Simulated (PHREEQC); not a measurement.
## Metal-bearing waste water

A solution holds 0.035 mol Pb(NO3)2, 0.007 mol H3AsO4, 0.0012 mol HCl and 5.4e-05 mol NaCl per kg of water, at 25 °C. Closed to the air; pH follows from the charge balance.

Computed with PHREEQC (ion-association model, wateq4f.dat).

```
Quantity                   Value
----------------  --------------
pH                          2.35
ionic strength    0.0924 mol/kgw
total alkalinity    -8.20 meq/kg
```

| species | molality | activity | log γ |
|---|---|---|---|
| NO3- | 0.0613 | 0.0466 | -0.119 |
| Pb+2 | 0.0260 | 0.00990 | -0.419 |
| PbNO3+ | 0.00868 | 0.00682 | -0.105 |
| H+ | 0.00536 | 0.00444 | -0.082 |
| H2AsO4- | 0.00416 | 0.00327 | -0.105 |
| H3AsO4 | 0.00284 | 0.00290 | 0.009 |
| Cl- | 0.000904 | 0.000696 | -0.113 |

Precipitation was switched off in this run. The database has no arsenate complexes of Pb.
